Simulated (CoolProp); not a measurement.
Vapour-liquid equilibrium of methanol (1) + isohexane (2) at 390.2 K; x and y are mole fractions of (1).

The numbers come from the multi-fluid Helmholtz-energy mixture model, de Reuck 1993 and Lemmon 2006; pair parameters Bell 2016 in CoolProp.

```
x      bubble pressure, mixture model (MPa)  bubble pressure, Raoult's law (MPa)  y, mixture model  y, Raoult's law
-----  ------------------------------------  -----------------------------------  ----------------  ---------------
0.05                                 0.5608                               0.4665             0.186            0.063
0.125                                0.6651                               0.4762             0.333            0.155
0.2                                  0.7319                               0.4859             0.416            0.243
0.275                                0.7734                               0.4957             0.468            0.327
0.35                                 0.7982                               0.5054             0.503            0.408
0.425                                0.8121                               0.5151             0.530            0.486
0.5                                  0.8190                               0.5248             0.551            0.562
0.575                                0.8209                               0.5345             0.571            0.634
0.65                                 0.8180                               0.5442             0.593            0.704
0.725                                0.8083                               0.5539             0.621            0.772
0.8                                  0.7865                               0.5636             0.664            0.837
0.875                                0.7434                               0.5733             0.734            0.900
0.95                                 0.6666                               0.5831             0.858            0.961
```

The largest gap from Raoult's law is +57.9 % in bubble pressure, at x = 0.35. y crosses x between x = 0.5 and 0.575: the model has an azeotrope there.

The pair parameters rest on a limited set of measurements; away from them the model extrapolates. With so large a gap from Raoult's law the liquid may split in two, which this calculation doesn't test in full.
